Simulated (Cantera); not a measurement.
A closed system holds: 1 mol Si(CH3)4, 0.3 mol C3H8, 5.1 mol H2, equilibrated at 190 Pa.

Equilibrium computed with Cantera from the NASA thermochemical tables; the gas is ideal and each condensed phase is pure. Candidate condensed phases: C, C6H6, C7H8, C8H18, Si, SiC; 87 gas species. Gases not in the tables: Si2H6 and higher silanes. The numbers say what is thermodynamically allowed, not how fast it happens.

Task: What share of the Si ends up in condensed phases as a function of T (K), at 1598, 1673, 1748, 1823, 1898, 1973, 2048, 2123, 2198, 2273, 2348, 2423, 2498, 2573?

Result: 
| T (K) | Si condensed (%) | as |
|---|---|---|
| 1598 | 100.0 | SiC(s) |
| 1673 | 100.0 | SiC(s) |
| 1748 | 100.0 | SiC(s) |
| 1823 | 99.9 | SiC(s) |
| 1898 | 99.7 | SiC(s) |
| 1973 | 98.8 | SiC(s) |
| 2048 | 96.2 | SiC(s) |
| 2123 | 88.5 | SiC(s) |
| 2198 | 66.4 | SiC(s) |
| 2273 | 4.4 | SiC(s) |
| 2348 | 0.0 | - |
| 2423 | 0.0 | - |
| 2498 | 0.0 | - |
| 2573 | 0.0 | - |
